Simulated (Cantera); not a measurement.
Charge: 1 mol CO2, 1.7 mol H2, held at 3523.15 K and 1130 Torr.

Method: chemical equilibrium by Gibbs-energy minimisation in Cantera with the NASA 1993 tables (ideal gas, pure condensed phases). Kinetics and transport are ignored.

```tsv
species	before	after
H2	0.212	0.322
CO	0.272	0.307
H2O	0.136	0.307
H	0.234	0.000879
O	0.0449	1.74e-7
O2	0.0111	7.14e-8
OH	0.0698	8.75e-5
CO2	0.0210	0.0629
HO2	1.36e-5	<1e-9
```
Gas species are given as mole fractions.

Q: Name the change that produced these shifts.
A) temperature from 3523.15 K to 2725 K
B) H2 from 1.7 to 1 mol
C) pressure from 1130 Torr to 13.5 Torr
D) temperature from 3523.15 K to 2023 K

A: D, temperature from 3523.15 K to 2023 K
